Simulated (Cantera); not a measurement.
Charge: 1 mol SiH4, 0.062 mol HCl, 74 mol H2, held at 13.5 Torr.

These are equilibrium values from Cantera (NASA tables, ideal gas, pure condensed phases), not measurements of a reactor. Candidate condensed phases: Si; 19 gas species. The numbers say what is thermodynamically allowed, not how fast it happens.

**Question.** At 1650 K, list the 4 most abundant gas species with their mole fractions, and the condensed phases.

**Answer.** H2 0.998, HCl 0.000809, H 0.000677, Si 1.49e-5. Condensed: Si(s).
